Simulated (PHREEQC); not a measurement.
Make-up at 25 °C: 2.4 mmol/kgw SrCl2, 0.034 mmol/kgw NaF and 0.11 mmol/kgw MgSO4. Closed to the air; pH follows from the charge balance.

All values are PHREEQC results (ion-association model, wateq4f.dat), not measurements.

No solid was allowed to form.

Task: What pH does the model give?

Result: pH 7.00.

Task: In which forms is S present?

Result: SO4-2 81 %, SrSO4 18 %, MgSO4 1.0 % of the S.
